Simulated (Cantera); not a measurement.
Input (Python, Cantera) and output of one run.

```python
import numpy as np
import cantera as ct

gas_names = """
    CL TiCL3 TiOCL2
""".split()
cond_names = """
    Ti2O3(a) Ti2O3(b) Ti2O3(L)
""".split()


# ... load() reads the species with a 1 bar reference pressure and builds the phases ...
species = {s.name: s for s in load("nasa_gas.yaml", gas_names) + load("nasa_condensed.yaml", cond_names)}
# Each term lists the table entries of one substance; the one whose range holds T is used.
reactions = {
    '3 Cl(g) + TiCl3(g) + Ti2O3 = 3 TiOCl2(g)':
        [(-3, ['CL']), (-1, ['TiCL3']), (-1, ['Ti2O3(a)', 'Ti2O3(b)', 'Ti2O3(L)']), (3, ['TiOCL2'])],
}


def pick(names, T):
    return next(species[n] for n in names if species[n].thermo.min_temp <= T <= species[n].thermo.max_temp)


results = []
for label, terms in reactions.items():
    print(label)
    print("     T/K   dH/kJ  dS/(J/K)   dG/kJ   log10 K")
    for T in [300, 800, 950, 1100, 1250, 1400, 1550, 1700]:
        used = [(nu, pick(names, T)) for nu, names in terms]
        dH = sum(nu * s.thermo.h(T) for nu, s in used) / 1e6
        dS = sum(nu * s.thermo.s(T) for nu, s in used) / 1e3
        dG = dH - T * dS / 1e3
        logK = -dG * 1e6 / (ct.gas_constant * T * np.log(10))
        results.append((label, T, dH, dS, dG, logK, [s.name for _, s in used]))
        print(f"{T:8g} {dH:8.1f} {dS:8.1f} {dG:8.1f} {logK:8.2f}")
```

Result:

```
3 Cl(g) + TiCl3(g) + Ti2O3 = 3 TiOCl2(g)
     T/K   dH/kJ  dS/(J/K)   dG/kJ   log10 K
     300     59.5     72.9     37.7    -6.56
     800     35.9     29.1     12.6    -0.83
     950     28.0     20.0      9.0    -0.49
    1100     20.0     12.2      6.6    -0.31
    1250     11.9      5.3      5.3    -0.22
    1400      3.9     -0.8      4.9    -0.18
    1550     -4.2     -6.3      5.5    -0.18
    1700    -12.3    -11.3      6.8    -0.21
```

Cantera with NASA thermochemical tables; ideal gases at 1 bar, condensed phases pure. Condensed species are held in their standard states even where they would react or evaporate.
